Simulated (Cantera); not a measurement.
A jet of 2.39 % CH4, 11.9 % O2, 85.7 % N2, equivalence ratio 0.40 at 300 K and 240 Torr hits a platinum plate 9.9 cm away at a mass flux of 0.084 kg/m²/s; the plate temperature is set and raised in steps from an oxygen-covered start.

Cantera simulation using Deutschmann's 1995 Pt surface mechanism with GRI-Mech 3.0 gas chemistry; the numbers are that mechanism's predictions, not measurements. Catalytic surfaces can have several steady states; this one follows from the mechanism file's or the stated starting coverage.

x: mole fraction at the wall; θ: surface coverage.

```json
[
 {"plate T (K)": "950", "wall x CH4": "0.00712", "wall x O2": "0.0838", "wall x H2O": "0.0311", "wall x OH": "6.07e-8", "wall x CO": "3.24e-6", "wall x CO2": "0.0204", "θ free Pt": "0.210", "θ O*": "0.788", "θ OH*": "0.00220"},
 {"plate T (K)": "1000", "wall x CH4": "0.00458", "wall x O2": "0.0784", "wall x H2O": "0.0358", "wall x OH": "1.61e-7", "wall x CO": "2.79e-6", "wall x CO2": "0.0235", "θ free Pt": "0.273", "θ O*": "0.725", "θ OH*": "0.00215"},
 {"plate T (K)": "1050", "wall x CH4": "0.00311", "wall x O2": "0.0754", "wall x H2O": "0.0384", "wall x OH": "3.78e-7", "wall x CO": "2.50e-6", "wall x CO2": "0.0252", "θ free Pt": "0.338", "θ O*": "0.660", "θ OH*": "0.00200"},
 {"plate T (K)": "1100", "wall x CH4": "0.00203", "wall x O2": "0.0736", "wall x H2O": "0.0400", "wall x OH": "8.43e-7", "wall x CO": "3.39e-6", "wall x CO2": "0.0261", "θ free Pt": "0.402", "θ O*": "0.597", "θ OH*": "0.00181"},
 {"plate T (K)": "1150", "wall x CH4": "(withheld)", "wall x O2": "0.0722", "wall x H2O": "0.0413", "wall x OH": "(withheld)", "wall x CO": "(withheld)", "wall x CO2": "0.0268", "θ free Pt": "(withheld)", "θ O*": "(withheld)", "θ OH*": "(withheld)"},
 {"plate T (K)": "1200", "wall x CH4": "(withheld)", "wall x O2": "0.0709", "wall x H2O": "0.0425", "wall x OH": "(withheld)", "wall x CO": "(withheld)", "wall x CO2": "0.0275", "θ free Pt": "(withheld)", "θ O*": "(withheld)", "θ OH*": "(withheld)"},
 {"plate T (K)": "1250", "wall x CH4": "0.000254", "wall x O2": "0.0696", "wall x H2O": "0.0439", "wall x OH": "5.64e-6", "wall x CO": "6.71e-6", "wall x CO2": "0.0282", "θ free Pt": "0.582", "θ O*": "0.417", "θ OH*": "0.00129"}
]
```

Q: What belongs in the gaps?

A: 
- 1150, wall x CH4: 0.00132
- 1150, wall x OH: 1.69e-6
- 1150, wall x CO: 4.34e-6
- 1150, θ free Pt: 0.464
- 1150, θ O*: 0.534
- 1150, θ OH*: 0.00163
- 1200, wall x CH4: 0.000759
- 1200, wall x OH: 3.16e-6
- 1200, wall x CO: 5.62e-6
- 1200, θ free Pt: 0.524
- 1200, θ O*: 0.474
- 1200, θ OH*: 0.00145
